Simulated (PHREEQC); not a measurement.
A solution holds 4 mol H2SO4, 0.014 mol Na2B4O7 and 0.66 mol KBr per kg of water, at 25 °C. It is in equilibrium with CO2 at log p = 0 (atm). Otherwise closed; pH follows from the charge balance.

Equilibrium calculation in PHREEQC: Pitzer model, pitzer.dat.

No solid was allowed to form.

Q: Predict the pH, activity of water.

A: pH -1.64; activity of water 0.755.

Q: In which forms is S present?

A: HSO4- 90 %, SO4-2 9.9 % of the S.

In brines, pH and single-ion activities rest on the MacInnes convention.
